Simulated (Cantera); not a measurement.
What does this Cantera script print?

```python
import numpy as np
import cantera as ct

surf = ct.Interface("ptcombust.yaml", "Pt_surf")
gas = surf.adjacent["gas"]
gas.TPX = 798, 290000, {'CO': 0.0066, 'O2': 0.11, 'N2': 0.79}
surf.TP = 798, 290000
reactor = ct.FlowReactor(gas, clone=False)
reactor.area = 0.0001  # m2
reactor.surface_area_to_volume_ratio = 1900  # 1/m
reactor.mass_flow_rate = 0.86 * reactor.area * gas.density  # inlet velocity 0.86 m/s
reactor.energy_enabled = False
wall = ct.ReactorSurface(surf, reactor, clone=False)
net = ct.ReactorNet([reactor])
net.rtol, net.atol = 1e-8, 1e-16
show, cover = ['CO', 'O2', 'H2O', 'CO2'], ['PT(S)', 'H(S)', 'O(S)', 'OH(S)', 'CO(S)', 'C(S)']

rows = []
print(f"{'z/m':>9s}{'u/(m/s)':>9s}" + "".join(f"{s:>13s}" for s in show + cover))
for z in [0.00035, 0.00059, 0.00098, 0.0016, 0.0027, 0.0045, 0.0076, 0.013, 0.021, 0.035]:
    net.advance(z)
    rows.append([reactor.speed, *gas[show].X, *surf[cover].coverages])
    print(f"{z:9.4g}{rows[-1][0]:9.3g}" + "".join(f"{x:13.4e}" for x in rows[-1][1:]))
```

Output:

```
      z/m  u/(m/s)           CO           O2          H2O          CO2        PT(S)         H(S)         O(S)        OH(S)        CO(S)         C(S)
  0.00035    0.859   4.3268e-03   1.2003e-01   5.8978e-29   2.9639e-03   3.2733e-02  -1.4249e-27   9.6542e-01   1.2756e-20   1.8477e-03   1.9745e-16
  0.00059    0.858   3.6764e-03   1.1974e-01  -3.1108e-29   3.6167e-03   2.9604e-02   8.8683e-26   9.6912e-01   7.7402e-21   1.2794e-03   1.2318e-16
  0.00098    0.858   2.9534e-03   1.1942e-01   5.9251e-29   4.3423e-03   2.7040e-02  -7.2268e-25   9.7211e-01  -8.8869e-20   8.5497e-04   7.4957e-17
   0.0016    0.858   2.2004e-03   1.1909e-01   7.9274e-29   5.0981e-03   2.4997e-02  -3.0305e-23   9.7446e-01  -3.6796e-18   5.4312e-04   4.3913e-17
   0.0027    0.857   1.4033e-03   1.1874e-01   7.1475e-28   5.8981e-03   2.3289e-02  -1.7115e-21   9.7641e-01   1.4475e-16   3.0008e-04   2.2560e-17
   0.0045    0.857   7.3118e-04   1.1844e-01   3.9086e-28   6.5727e-03   2.2102e-02  -1.9940e-23   9.7776e-01  -2.6075e-19   1.4064e-04   1.0021e-17
   0.0076    0.857   2.6052e-04   1.1824e-01  -1.4910e-30   7.0451e-03   2.1376e-02  -1.1512e-26   9.7858e-01  -8.7917e-21   4.6834e-05   3.2244e-18
    0.013    0.857   4.6745e-05   1.1814e-01  -2.7892e-30   7.2596e-03   2.1070e-02   5.2528e-27   9.7892e-01   3.0270e-21   8.1615e-06   5.5367e-19
    0.021    0.857   3.8017e-06   1.1812e-01  -8.8631e-31   7.3027e-03   2.1010e-02   2.1970e-25   9.7899e-01   1.4602e-19   6.5995e-07   4.4640e-20
    0.035    0.857   4.7530e-08   1.1812e-01  -8.3319e-32   7.3065e-03   2.1004e-02   7.9198e-25   9.7900e-01   4.8630e-19   8.2467e-09   5.5768e-22
```

Detailed kinetics in Cantera: Deutschmann's 1995 Pt surface mechanism with GRI-Mech 3.0 gas chemistry. Catalytic surfaces can have several steady states; this one follows from the mechanism file's or the stated starting coverage. Mass transfer to the wall is taken as infinitely fast.
